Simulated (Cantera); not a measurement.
Cantera with NASA thermochemical tables; ideal gases at 1 bar, condensed phases pure. Values are per mole of reaction as written; species without (g) are pure solids or liquids, kept so even where they would boil at 1 bar.

Between 300 and 2448 K, where is each reaction favourable under standard conditions?
- N2O(g) + Nb2O5 ⇌ 2 NbO2(g) + 2 NO(g)


- N2O(g) + Nb2O5 ⇌ 2 NbO2(g) + 2 NO(g): ΔG° is 1418 kJ at 300 K and 280 kJ at 2448 K; it stays positive (K < 1). ΔH° is 1348 kJ and ΔS° 436 J/K at 2448 K.
